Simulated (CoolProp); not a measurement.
A closed Brayton cycle with carbon dioxide: compressor inlet 328.15 K and 8.6 MPa, high pressure 23 MPa, turbine inlet 960 K, compressor efficiency 0.8, turbine efficiency 0.93, recuperator effectiveness 0 (on enthalpy, no pinch check). Each further row changes one setting.

Computed with CoolProp (reference Helmholtz-energy equation of state, Span 1996).

| case | thermal efficiency (%) | net work (kJ/kg) | compressor to turbine work | compressor exit (K) | turbine exit (K) |
|---|---|---|---|---|---|
| as stated | 14.5 | 103 | 0.35 | 412.5 | 826.3 |
| turbine inlet 910 K | 14.5 | 94.3 | 0.37 | 412.5 | ___ |
| compressor inlet 338.15 K | 14.1 | ___ | ___ | 429.0 | 826.3 |
| high pressure 19.6 MPa | ___ | ___ | ___ | 398.3 | ___ |
| recuperator effectiveness 0.5 | ___ | 103 | 0.35 | 412.5 | 826.3 |

Question: Some entries are withheld; supply them.

Answer: 
- turbine inlet 910 K, turbine exit (K): 780.9
- compressor inlet 338.15 K, net work (kJ/kg): 96.5
- compressor inlet 338.15 K, compressor to turbine work: 0.39
- high pressure 19.6 MPa, thermal efficiency (%): 12.3
- high pressure 19.6 MPa, net work (kJ/kg): 89.4
- high pressure 19.6 MPa, compressor to turbine work: 0.33
- high pressure 19.6 MPa, turbine exit (K): 847.3
- recuperator effectiveness 0.5, thermal efficiency (%): 21.8
